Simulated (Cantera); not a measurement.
# Equilibrium for hydrogen reduction and annealing atmospheres: V2O3 + H2 + N2

Charge: 1 mol V2O3, 1.4 mol H2, 41 mol N2, equilibrated at 270 Pa.

Equilibrium computed with Cantera from the NASA thermochemical tables; the gas is ideal and each condensed phase is pure. Candidate condensed phases: H2O, V, VN, VO, V2O3, V2O4, V2O5; 28 gas species. Mutual solubility and eutectic melting of coexisting phases are not modelled. VN, VO: taken at fixed stoichiometry. Condensed phases not in the tables: the oxides between V2O3 and V2O5 other than VO2, solid solutions among these carbides, nitrides and lower oxides, V2N. The numbers say what is thermodynamically allowed, not how fast it happens.

| T (°C) | x N2 | x H2 | x H | x VO2 | x H2O | x VO | x OH | n VN(s) | n V2O3(s) | n VO(s) |
|---|---|---|---|---|---|---|---|---|---|---|
| 627 | 0.967 | 0.0330 | 4.09e-10 | <1e-12 | 3.02e-5 | <1e-12 | <1e-12 | 0.000852 | 1.000 | 0 |
| 727 | 0.967 | 0.0330 | 7.93e-9 | <1e-12 | 3.50e-5 | <1e-12 | <1e-12 | 0.000990 | 1.000 | 0 |
| 827 | 0.967 | 0.0330 | 9.04e-8 | <1e-12 | 3.91e-5 | <1e-12 | <1e-12 | 0.00111 | 0.999 | 0 |
| 927 | 0.967 | 0.0330 | 6.90e-7 | 5.69e-12 | 4.26e-5 | <1e-12 | 7.11e-12 | 0.00120 | 0.999 | 0 |
| 1027 | 0.967 | 0.0330 | 3.87e-6 | 2.41e-10 | 4.54e-5 | 2.30e-11 | 6.95e-11 | 0.00128 | 0.999 | 0 |
| 1127 | 0.967 | 0.0329 | 1.70e-5 | 6.92e-9 | 6.62e-5 | 9.29e-10 | 6.79e-10 | 0 | 0.997 | 0.00562 |
| 1227 | 0.967 | 0.0329 | 6.14e-5 | 1.43e-7 | 0.000120 | 1.97e-8 | 6.40e-9 | 0 | 0.995 | 0.0102 |
| 1327 | 0.967 | 0.0327 | 0.000189 | 2.00e-6 | 0.000201 | 2.81e-7 | 4.55e-8 | 0 | 0.991 | 0.0171 |
| 1427 | 0.967 | 0.0324 | 0.000511 | 2.02e-5 | 0.000316 | 2.88e-6 | 2.57e-7 | 0 | 0.986 | 0.0275 |
| 1527 | 0.966 | 0.0319 | 0.00123 | 0.000156 | 0.000467 | 2.26e-5 | 1.19e-6 | 0 | 0.974 | 0.0454 |
| 1627 | 0.965 | 0.0309 | 0.00269 | 0.000961 | 0.000652 | 0.000140 | 4.65e-6 | 0 | 0.931 | 0.0906 |
x: gas mole fraction; n: condensed amount in mol.

From 627 °C to 1027 °C the condensed part is VN(s) + V2O3(s). From 1127 °C to 1627 °C the condensed part is VO(s) + V2O3(s).
